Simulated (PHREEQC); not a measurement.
0.05 g of hydrous ferric oxide (600 m²/g; 0.2 weak and 0.005 strong sites per Fe, Dzombak-Morel constants, diffuse double layer) in 1 kg of water with 0.3 mol/kgw of an inert sodium salt and 0.35 mmol/kgw PbCl2, at 25 °C; the pH is set by adding NaOH or the inert anion's acid. Oxygen is held at 0.21 atm. No CO2 enters from the air. No solid was allowed to form.

Equilibrium calculation in PHREEQC: ion-association model, wateq4f.dat.

Predict Pb sorbed (%) at pH = 3, 4.5.


```
pH   Pb sorbed (%)
---  -------------
3              0.1
4.5            1.1
```

Species that the database lacks are ignored. The oxide is taken as insoluble; below pH 4 it would dissolve.
